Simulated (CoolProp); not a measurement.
Vapour pressure (MPa) of n-dodecane: the reference equation beside estimates from Tc = 385.0 °C, pc = 1.818 MPa, ω = 0.574. Clausius-Clapeyron is anchored at 50.75 °C with a constant enthalpy of vaporisation of 59.09 kJ/mol.

Computed with CoolProp (reference Helmholtz-energy equation of state, Lemmon 2004). It is a short technical equation, of lower accuracy than the large ones.

```
T (°C)  reference  Clausius-Clapeyron  Peng-Robinson
------  ---------  ------------------  -------------
50.75   0.0001239           0.0001239      0.0001470
85.55   0.0009869            0.001041       0.001085
120.35   0.004988            0.006006       0.005254
155.25    0.01820             0.02616        0.01874
190.05    0.05192             0.09096        0.05286
224.85     0.1237              0.2658         0.1254
259.75     0.2577              0.6767         0.2610
294.55     0.4831               1.533         0.4900
329.35     0.8379               3.158         0.8504
```

Absolute difference from the reference over all 9 rows, mean and median: Clausius-Clapeyron 101.8 and 75.2 %, Peng-Robinson 4.9 and 1.8 %.
